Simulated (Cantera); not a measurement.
## Equilibrium for carbon deposition, reforming and gasification: CO + NH3 + H2 + H2O

Charge: 1 mol CO, 0.33 mol NH3, a varied amount of H2, 3.7 mol H2O, equilibrated at 2348 K and 7.00 mbar.

Cantera equilibrium calculation (NASA polynomials, part measured and part estimated; ideal gas, pure solids and liquids). Candidate condensed phases: C, C6H6, C7H8, C8H18, H2O; 136 gas species. Equilibrium is a limit: real reactors are often held back by kinetics, nucleation or transport.

From 1.1 mol H2 to 53 mol H2 nothing is condensed. The main C-bearing gas is CO throughout.

```
n(H2) (mol)  log p H2  log p H2O  log p H  log p CO  log p CO2  log p N2  log p OH
-----------  --------  ---------  -------  --------  ---------  --------  --------
1.1             -2.75      -2.48    -3.28     -3.11      -3.61     -3.78     -3.78
1.7             -2.68      -2.51    -3.25     -3.13      -3.72     -3.81     -3.85
2.4             -2.62      -2.55    -3.22     -3.15      -3.84     -3.86     -3.91
3.6             -2.54      -2.60    -3.18     -3.19      -4.01     -3.92     -4.00
5.3             -2.48      -2.67    -3.15     -3.25      -4.21     -3.99     -4.11
7.8             -2.42      -2.76    -3.12     -3.33      -4.44     -4.08     -4.22
11              -2.37      -2.85    -3.09     -3.42      -4.66     -4.18     -4.34
17              -2.32      -2.98    -3.07     -3.55      -4.97     -4.32     -4.49
25              -2.29      -3.12    -3.06     -3.68      -5.26     -4.45     -4.64
36              -2.27      -3.25    -3.04     -3.81      -5.54     -4.58     -4.79
53              -2.26      -3.40    -3.04     -3.96      -5.86     -4.73     -4.94
```
log p: log10 of the partial pressure in bar; nothing condenses.
